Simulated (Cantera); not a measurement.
# SiHCl₃ + Cl₂ + H₂ (silicon epitaxy and polysilicon growth)

Input: 1 mol SiHCl₃, 0.031 mol Cl₂, a varied amount of H₂, at 1448 K and 0.100 bar.

Equilibrium computed with Cantera from the NASA thermochemical tables; the gas is ideal and each condensed phase is pure. Candidate condensed phases: Si; 19 gas species. The tables' values for SiCl₃ are old estimates; treat these amounts as uncertain. The numbers say what is thermodynamically allowed, not how fast it happens.

From 7.3 mol H₂ to 310 mol H₂ the condensed part is Si(s). The main Si-bearing gas is SiCl₂ throughout. The share of Si in condensed phases is highest at 310 mol H₂ (91.5 %) and lowest at 7.3 mol H₂ (19.3 %).

| n(H₂) (mol) | x H₂ | x HCl | x SiCl₂ | x SiCl₃ | n Si(s) |
|---|---|---|---|---|---|
| 7.3 | 0.782 | 0.130 | 0.0667 | 0.0109 | 0.193 |
| 12 | 0.843 | 0.106 | 0.0411 | 0.00530 | 0.292 |
| 19 | 0.888 | 0.0838 | 0.0244 | 0.00242 | 0.400 |
| 30 | 0.921 | 0.0635 | 0.0135 | 0.000995 | 0.515 |
| 48 | 0.947 | 0.0458 | 0.00682 | 0.000358 | 0.630 |
| 77 | 0.965 | 0.0318 | 0.00322 | 0.000116 | 0.731 |
| 120 | 0.977 | 0.0219 | 0.00151 | 3.73e-5 | 0.808 |
| 200 | 0.985 | 0.0139 | 0.000604 | 9.42e-6 | 0.874 |
| 310 | 0.990 | 0.00926 | 0.000267 | 2.77e-6 | 0.915 |
x: gas mole fraction; n: condensed amount in mol.
